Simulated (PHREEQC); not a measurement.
NaOH is added in steps, without added water, to 1 kg of water holding 0.0081 mol/kgw NiSO4, 0.00098 mol/kgw ZnCl2 and 0.0005 mol/kgw NaF, at 25 °C. Oxygen alone is held at its pressure in air (log pO2 = -0.68). CO2 from the air is kept out. Nothing may precipitate in this run.

Base run: PHREEQC, ion-association model, wateq4f.dat. Each further column changes one thing. The table gives pH.

```csv
NaOH added (mol),base,NiSO4 from 0.0081 to 0.00081 mol/kgw,diluted 10-fold with water,solids may form
0,6.15,6.14,6.41,6.15
0.003,9.07,9.69,10.88,6.69
0.0045,9.28,10.69,11.29,6.72
0.0075,9.53,11.41,11.65,6.78
0.009,9.62,11.57,11.76,6.83
0.012,9.79,11.79,11.92,6.95
0.0135,9.88,11.87,11.98,7.04
0.0165,10.10,11.99,12.08,7.41
0.018,10.24,12.04,12.12,7.92
0.021,10.62,12.13,12.20,11.38
0.0225,10.82,12.16,12.23,11.56
0.0255,11.18,12.23,12.29,11.79
0.027,11.33,12.26,12.31,11.87
0.03,11.58,12.31,12.36,11.99
```

In at least one series the solution becomes supersaturated in solids that the run did not let form, among them Zincite(c), Zn4(OH)6SO4, Zn5(OH)8Cl2, Ni(OH)2, Ni4(OH)6SO4. The database's Ni(OH)2 is the aged solid; a fresh precipitate is more soluble. Solids allowed in the column 'solids may form': Zincite(c), Zn4(OH)6SO4, Zn5(OH)8Cl2, Ni(OH)2, Ni4(OH)6SO4, Halite, Mirabilite, Goslarite, Morenosite, ZnF2.
